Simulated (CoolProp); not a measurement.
A simple Rankine cycle with water: condensing at 291.15 K, boiler at 0.531 MPa, turbine inlet 429.3 K, turbine efficiency 0.75, pump efficiency 0.7, no recuperator. Each further row changes one setting.

Model: reference Helmholtz-energy equation of state, Wagner 2002, in CoolProp.

| case | thermal efficiency (%) | net work (kJ/kg) | heat in (kJ/kg) | turbine exit temperature (K) | volume ratio over the turbine |
|---|---|---|---|---|---|
| as stated | 21.7 | 580 | 2680 | 291.1 | 156 |
| turbine inlet 449.3 K | 21.7 | ? | ? | 291.1 | 150 |
| condensing temperature 283.15 K | 22.9 | 620 | 2710 | 283.2 | 252 |
| boiler pressure 0.372 MPa | 20.4 | 549 | 2690 | 291.1 | 110 |
| turbine efficiency 0.65 | 18.8 | 503 | 2680 | 291.1 | ? |

Q: Complete the blanks.

A: 
- turbine inlet 449.3 K, net work (kJ/kg): 592
- turbine inlet 449.3 K, heat in (kJ/kg): 2730
- turbine efficiency 0.65, volume ratio over the turbine: 162

The expansion ends wet for: as stated; turbine inlet 449.3 K; condensing temperature 283.15 K; boiler pressure 0.372 MPa; turbine efficiency 0.65.
